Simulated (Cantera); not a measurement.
Input: 1 mol SiC, 0.025 mol H2, held at 2348.15 K and 1 atm.

Cantera equilibrium calculation (NASA polynomials, part measured and part estimated; ideal gas, pure solids and liquids). Candidate condensed phases: C, C6H6, C7H8, C8H18, Si, SiC; 87 gas species. Gases not in the tables: Si2H6 and higher silanes. Rates play no part.

Base state: H2 0.986, H 0.0122, Si 0.000689, C2H2 (acetylene) 0.000593, SiH2 0.000278, SiH 0.000233, Si2C 6.48e-5, CH4 6.38e-5 (mole fractions); condensed: SiC(s).

**Question.** What changes in the equilibrium state with this change: temperature from 2348.15 K to 2523 K?

**Answer.** 
```csv
species,before,after
H2,0.986,0.965
H,0.0122,0.0271
Si,0.000689,0.00309
SiC2,1.23e-5,0.000177
Si2C,6.48e-5,0.000469
Si2,7.14e-6,4.75e-5
C2H2 (acetylene),0.000593,0.00237
SiH,0.000233,0.000780
"SiC(s), mol",1.000,1.000
```
